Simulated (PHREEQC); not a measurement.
Consider water at 25 °C with 0.0014 mol/kgw KH2PO4 and 0.0026 mol/kgw K2HPO4. Closed to the air; pH follows from the charge balance.

Equilibrium calculation in PHREEQC: ion-association model, wateq4f.dat.

```json
[
 {"quantity": "pH", "before": "7.34", "after": "10.53"},
 {"quantity": "ionic strength (mol/kgw)", "before": "0.00915", "after": "0.0116"},
 {"quantity": "H2PO4- (mol/kgw)", "before": "0.00140", "after": "8.68e-7"},
 {"quantity": "KHPO4- (mol/kgw)", "before": "2.23e-5", "after": "2.52e-5"},
 {"quantity": "PO4-3 (mol/kgw)", "before": "4.18e-8", "after": "6.52e-5"}
]
```

Problem. Which change was made?
A) 0.00041 mol/kgw NaBr added
B) KH2PO4 replaced by KNO3 at the same molality
C) temperature from 25 to 50 °C
D) KH2PO4 replaced by K2CO3 at the same molality

Solution. D, KH2PO4 replaced by K2CO3 at the same molality

This is a speciation only: nothing precipitates in the calculation. H3PO4, which wateq4f.dat lacks, is added to it with the constant of phreeqc.dat.
